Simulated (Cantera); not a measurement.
An adiabatic, constant-pressure homogeneous reactor starts with CH4 : O2 : N2 : H2O = 1 : 2.25 : 8.45 : 2.6 (molar parts), at 1050 K and 760 Torr.

Computed with Cantera and GRI-Mech 3.0 (53 species, 325 reactions).

Q: Predict: time of steepest temperature rise; temperature at 0.700 s; equilibrium temperature; x(O2) at 0.700 s; x(H2O) at 0.700 s; x(NO) at 0.700 s; x(CO2) at 0.700 s; x(H2) at 0.700 s; x(H) at 0.700 s.

A: 
- time of steepest temperature rise = 0.530 s
- temperature at 0.700 s = 2300 K
- equilibrium temperature = 2299 K
- x(O2) at 0.700 s = 0.0187 (gas-phase equilibrium 0.0185)
- x(H2O) at 0.700 s = 0.311 (gas-phase equilibrium 0.311)
- x(NO) at 0.700 s = 0.00357 (gas-phase equilibrium 0.00402)
- x(CO2) at 0.700 s = 0.0640 (gas-phase equilibrium 0.0640)
- x(H2) at 0.700 s = 0.00472 (gas-phase equilibrium 0.00472)
- x(H) at 0.700 s = 0.000666 (gas-phase equilibrium 0.000664)
